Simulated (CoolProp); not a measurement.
Vapour-liquid equilibrium of diethyl ether (1) + methanol (2) at 20.65 °C; x and y are mole fractions of (1).

Model: multi-fluid Helmholtz-energy mixture model, Thol 2014 and de Reuck 1993; pair parameters Bell 2016, in CoolProp.

```tsv
x	bubble pressure, mixture model (bar)	bubble pressure, Raoult's law (bar)	y, mixture model	y, Raoult's law
0.05	0.2282	0.1584	0.430	0.191
0.125	0.3317	0.1935	0.628	0.390
0.2	0.4021	0.2287	0.706	0.528
0.275	0.4496	0.2639	0.747	0.629
0.35	0.4820	0.2990	0.772	0.707
0.425	0.5051	0.3342	0.789	0.768
0.5	0.5229	0.3693	0.804	0.817
0.575	0.5382	0.4045	0.818	0.858
0.65	0.5525	0.4396	0.833	0.893
0.725	0.5665	0.4748	0.852	0.922
0.8	0.5801	0.5099	0.877	0.947
0.875	0.5924	0.5451	0.910	0.969
0.95	0.6013	0.5802	0.957	0.988
```

The largest gap from Raoult's law is +75.8 % in bubble pressure, at x = 0.2. No azeotrope shows between x = 0.05 and 0.95.

Pair parameters are fitted to limited data, so mixtures are less certain than the pure fluids. With so large a gap from Raoult's law the liquid may split in two, which this calculation doesn't test in full.
